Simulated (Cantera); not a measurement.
Input (Python, Cantera):

```python
import numpy as np
import cantera as ct

gas = ct.Solution("gri30.yaml", transport_model="mixture-averaged")
show = ['CO2', 'N2', 'H']

rows = []
print(f"{'T/K':>7s}{'rho':>11s}{'cp':>10s}{'mu':>11s}{'lambda':>11s}{'Pr':>7s}" + "".join(f"{'D_' + s:>11s}" for s in show))
for T in [400, 650, 900, 1150, 1400, 1650, 1900, 2150, 2400]:
    gas.TPX = T, 360000, {'N2': 0.91}
    Pr = gas.cp_mass * gas.viscosity / gas.thermal_conductivity
    D = [gas.mix_diff_coeffs_mole[gas.species_index(s)] for s in show]
    rows.append([gas.density, gas.cp_mass, gas.viscosity, gas.thermal_conductivity, Pr, *D])
    print(f"{T:7g}{gas.density:11.4e}{gas.cp_mass:10.1f}{gas.viscosity:11.4e}"
          f"{gas.thermal_conductivity:11.4e}{Pr:7.3f}" + "".join(f"{d:11.4e}" for d in D))
print("SI units: kg/m3, J/kg/K, Pa s, W/m/K, m2/s")
```

Result:

```
    T/K        rho        cp         mu     lambda     Pr      D_CO2       D_N2        D_H
    400 3.0324e+00    1046.6 2.2340e-05 3.2779e-02  0.713 7.4988e-06 0.0000e+00 5.7233e-05
    650 1.8661e+00    1084.0 3.1222e-05 4.8184e-02  0.702 1.7581e-05 0.0000e+00 1.3206e-04
    900 1.3477e+00    1147.0 3.8733e-05 6.2902e-02  0.706 3.0648e-05 0.0000e+00 2.2871e-04
   1150 1.0547e+00    1195.4 4.5455e-05 7.6851e-02  0.707 4.6335e-05 0.0000e+00 3.4467e-04
   1400 8.6639e-01    1230.7 5.1644e-05 9.0025e-02  0.706 6.4412e-05 0.0000e+00 4.7831e-04
   1650 7.3512e-01    1257.7 5.7439e-05 1.0245e-01  0.705 8.4715e-05 0.0000e+00 6.2844e-04
   1900 6.3840e-01    1278.0 6.2924e-05 1.1417e-01  0.704 1.0712e-04 0.0000e+00 7.9418e-04
   2150 5.6416e-01    1293.2 6.8156e-05 1.2522e-01  0.704 1.3153e-04 0.0000e+00 9.7477e-04
   2400 5.0540e-01    1304.5 7.3175e-05 1.3563e-01  0.704 1.5787e-04 0.0000e+00 1.1696e-03
SI units: kg/m3, J/kg/K, Pa s, W/m/K, m2/s
```

Computed with Cantera and GRI-Mech 3.0 (53 species, 325 reactions).
